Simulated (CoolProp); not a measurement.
Vapour-liquid equilibrium of CH2F2 (R32) (1) + dimethyl ether (2) at -85.35 °C; x and y are mole fractions of (1).

Model: multi-fluid Helmholtz-energy mixture model, Tillner-Roth 1997 and Wu 2011; pair parameters Bell 2016, in CoolProp.

```
x     bubble pressure (bar)  y at the bubble point  dew pressure at overall composition x (bar)  liquid density (mol/L)
----  ---------------------  ---------------------  -------------------------------------------  ----------------------
0.05                0.03077                  0.193                                      0.02722                   17.93
0.2                 0.04652                  0.554                                      0.03098                   18.78
0.35                0.06349                  0.737                                      0.03603                   19.70
0.5                 0.07992                  0.839                                      0.04315                   20.72
0.65                0.09498                  0.903                                      0.05403                   21.84
0.8                  0.1088                  0.948                                      0.07269                   23.09
0.95                 0.1221                  0.987                                       0.1094                   24.51
```

No azeotrope shows between x = 0.05 and 0.95.

The pair parameters rest on a limited set of measurements; away from them the model extrapolates. The gap from Raoult's law changes sign with composition, which may be real or a fault of the pair parameters; it wasn't checked against measurements.
